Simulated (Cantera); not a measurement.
# Dilute partial oxidation

A perfectly stirred reactor is fed with CH3OH : O2 : N2 = 0.017 : 0.01 : 1 (molar parts), equivalence ratio 2.6, at 240000 Pa; it is held at 1475 K, and followed from long to short residence time.

Computed with Cantera and GRI-Mech 3.0 (53 species, 325 reactions). GRI-Mech 3.0 was tuned for natural gas; its chemistry of methanol as a main component is partial and can be far from experiment.

```tsv
τ (s)	x CH3OH	x O2	x CO2	x C2H2	x NO	x HO2
0.81	1.27e-6	2.08e-5	0.00404	2.88e-6	2.69e-7	1.28e-8
0.31	2.39e-6	3.92e-5	0.00395	4.17e-6	3.95e-7	2.60e-8
0.12	4.49e-6	7.28e-5	0.00380	5.51e-6	5.56e-7	5.27e-8
0.046	8.38e-6	0.000134	0.00356	6.58e-6	7.57e-7	1.09e-7
0.017	1.59e-5	0.000248	0.00319	7.15e-6	9.87e-7	2.40e-7
0.0067	2.94e-5	0.000436	0.00274	7.17e-6	1.18e-6	5.28e-7
0.0025	5.89e-5	0.000799	0.00219	6.83e-6	1.23e-6	1.36e-6
0.00097	0.000131	0.00149	0.00159	5.93e-6	9.62e-7	4.17e-6
0.00037	0.00355	0.00557	0.000610	1.18e-8	2.85e-9	0.000128
```
x: mole fraction; the columns are a selection and need not sum to one.
